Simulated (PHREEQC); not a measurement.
Make-up at 45 °C: 11 mmol/kgw CaSO4, 1.1 mmol/kgw Na2HPO4 and 0.037 mmol/kgw MgSO4. Closed to the air; pH follows from the charge balance.

Equilibrium calculation in PHREEQC: ion-association model, phreeqc.dat.

**Question.** The ionic strength comes out as 0.0324 mol/kgw. What activity coefficients do CaPO4-, Ca+2, Na+, NaSO4-, CaH2PO4+ get?

**Answer.** CaPO4- 0.85, Ca+2 0.52, Na+ 0.84, NaSO4- 0.85, CaH2PO4+ 0.85.

No solid was allowed to form. Examples of supersaturated solids here: Hydroxyapatite. Others may be too. At this temperature some constants are extrapolated from 25 °C, and those without enthalpy data are left unchanged.
